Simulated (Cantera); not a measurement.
Feed: 1 mol CHF₃, equilibrated at 0.900 Torr.

These are equilibrium values from Cantera (NASA tables, ideal gas, pure condensed phases), not measurements of a reactor. Candidate condensed phases: C, C₆H₆, C₇H₈, C₈H₁₈; 95 gas species. Gases not in the tables: C₂F₆ and larger saturated fluorocarbons. Kinetics and transport are ignored.

### Question
At 1675 K, list the 5 most abundant gas species with their mole fractions, and the condensed phases.

### Answer
HF 0.663, CF₄ 0.326, CF₂ 0.00728, F 0.00328, CF₃ 0.000485. Condensed: C(graphite).
